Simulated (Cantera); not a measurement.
A perfectly stirred reactor is fed with CO : H2 : CH4 : O2 : N2 = 1 : 0.66 : 0.27 : 1.9 : 7.15 (molar parts), equivalence ratio 0.72, at 10.0 bar; it is adiabatic with a 775 K inlet, and is followed from long to short residence time, starting on the burning branch (τ in s: 0.21, 0.057, 0.016, 0.0043, 0.0012, 0.00032, 8.7e-05, 2.4e-05, 6.5e-06).

Cantera simulation using GRI-Mech 3.0 (53 species, 325 reactions); the numbers are that mechanism's predictions, not measurements.

**Question.** What does this change do: inlet temperature 775 to 325 K?

**Answer.** 
```
quantity                                                                          before                               after
------------------------------------------------  --------------------------------------  ----------------------------------
blow-out, bracketed by the residence times tried  burning at 6.50 µs, the shortest tried  burning at 87.0 µs, out at 24.0 µs
x(CO) at τ = 0.210 s                                                             0.00320                            0.000419
x(H2) at τ = 0.210 s                                                            0.000521                             7.96e-5
x(CH4) at τ = 0.210 s                                                            4.28e-8                             2.11e-7
x(NO) at τ = 0.210 s                                                             0.00782                             0.00135
x(CH2) at τ = 0.210 s                                                           9.35e-10                             1.36e-9
x(CO) at τ = 1.20 ms                                                             0.00510                             0.00327
x(H2) at τ = 1.20 ms                                                            0.000754                            0.000425
x(CH4) at τ = 1.20 ms                                                            5.96e-6                             1.67e-5
x(NO) at τ = 1.20 ms                                                            0.000895                             5.63e-5
x(CH2) at τ = 1.20 ms                                                            1.46e-7                             1.78e-7
```
